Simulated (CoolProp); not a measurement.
A single-stage vapour-compression cycle with the fluid: evaporating at 308.15 K (dew point), condensing at 356.15 K (bubble point), superheat 2 K, subcooling 0 K, compressor efficiency 0.7, no pressure losses. The same conditions are run with several fluids, on thermodynamics alone (safety and materials aside).

Values from CoolProp's reference Helmholtz-energy equation of state of each fluid (R365MFC: Lemmon 2016; chloromethane (R40): Thol 2014; R1336mzz(E): Akasaka 2023; R21: Platzer 1990; c-C4F8 (RC318): Platzer 1990; sulfur dioxide: Gao 2016). The equations of Platzer and Polt are older, rougher fits.

**Question.** Rank R365MFC, chloromethane (R40), R1336mzz(E), R21, c-C4F8 (RC318), sulfur dioxide by cooling COP, highest first.

**Answer.** R21 (3.76), sulfur dioxide (3.67), chloromethane (R40) (3.58), R365MFC (3.42), R1336mzz(E) (3.02), c-C4F8 (RC318) (2.42)

```tsv
fluid	pressure ratio	discharge temperature (K)	refrigerating effect (kJ/kg)	volumetric capacity (kJ/m³)
R365MFC	4.55	356.2	123	615
chloromethane (R40)	3.06	408.8	279	4780
R1336mzz(E)	3.76	356.2	77.5	1480
R21	3.63	391.2	173	1860
c-C4F8 (RC318)	3.38	356.1	42.6	1600
sulfur dioxide	3.56	431.7	277	4060
```

The compression ends wet for: R365MFC; R1336mzz(E); c-C4F8 (RC318).
